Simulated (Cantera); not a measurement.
Input (Python, Cantera) and output of one run.

```python
import numpy as np
import cantera as ct

gas_names = [...]  # 110 gases of nasa_gas.yaml made of C, H, O
cond_names = """
    C(gr) C6H6(L) C7H8(L) C8H18(L),n-octa H2O(s) H2O(L)
""".split()


# ... load() reads the species with a 1 bar reference pressure and builds the phases ...
atoms = {
    'acetone': {'C': 3, 'H': 6, 'O': 1},
    'CO2': {'C': 1, 'O': 2},
}
top_T = {'C(gr)': 4500}  # K; cautious upper limits of use, not melting points


# ... equilibrate(T, P, feed) seeds the gas with the atoms and calls Mixture.equilibrate('TP', solver="vcs", rtol=1e-11, max_steps=5000) ...
results = []
feed = {'acetone': 1, 'CO2': 0.63}  # mol
P = 120000  # Pa
for T in [1823, 1923, 2023, 2123, 2223, 2323, 2423]:
    mix = equilibrate(T, P, feed)
    results.append((T, P, feed, dict(zip(mix.species_names, mix.species_moles))))

top = {s: max(r[3][s] / sum(r[3][g] for g in gas_names) for r in results) for s in gas_names}
cols = sorted((s for s in top if top[s] > 0.001), key=lambda s: -top[s])[:5]
seen = [c for c in cond_names if any(r[3].get(c, 0) > 1e-12 for r in results)]
print("log10 of partial pressures in bar; condensed amounts in mol")
print(f"{'T/K':>10s}" + "".join(f"{s[:9]:>10s}" for s in cols + seen))
for T, P, feed, n in results:
    ng = sum(n[g] for g in gas_names)
    print(f"{T:10.4g}" + "".join(f"{np.log10(max(n[s] / ng * P / 1e5, 1e-99)):10.3f}" for s in cols)
          + "".join(f"{n.get(c, 0):10.4g}" for c in seen))
```

It prints:

```
log10 of partial pressures in bar; condensed amounts in mol
       T/K        H2        CO         H C2H2,acet     C(gr)
      1823    -0.165    -0.288    -3.446    -3.840     1.368
      1923    -0.166    -0.288    -3.109    -3.511     1.366
      2023    -0.166    -0.288    -2.804    -3.215     1.364
      2123    -0.167    -0.288    -2.529    -2.948      1.36
      2223    -0.169    -0.289    -2.278    -2.706     1.352
      2323    -0.171    -0.289    -2.049    -2.486     1.341
      2423    -0.175    -0.290    -1.839    -2.287     1.324
```

Equilibrium computed with Cantera from the NASA thermochemical tables; the gas is ideal and each condensed phase is pure. The feed counts by its element totals alone.
